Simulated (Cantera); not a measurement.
Feed: 1 mol Si, 0.94 mol HCl, 0.3 mol H2, at 998.15 K and 0.860 bar.

These are equilibrium values from Cantera (NASA tables, ideal gas, pure condensed phases), not measurements of a reactor. Candidate condensed phases: Si; 19 gas species. The tables' values for SiCl3 are old estimates; treat these amounts as uncertain. Kinetics and transport are ignored.

Base state: H2 0.733, SiCl4 0.176, SiHCl3 0.0735, HCl 0.0122, SiH2Cl2 0.00330, SiCl3 0.00157, SiCl2 0.000344, SiH3Cl 3.78e-5 (mole fractions); condensed: Si(s).

### Question
What changes in the equilibrium state with this change: temperature from 998.15 K to 1125 K?

### Answer
| species | before | after |
|---|---|---|
| H2 | 0.733 | 0.719 |
| SiCl4 | 0.176 | 0.169 |
| SiHCl3 | 0.0735 | 0.0680 |
| HCl | 0.0122 | 0.0311 |
| SiCl2 | 0.000344 | 0.00285 |
| SiCl3 | 0.00157 | 0.00626 |
| Si(s), mol | 0.748 | 0.751 |
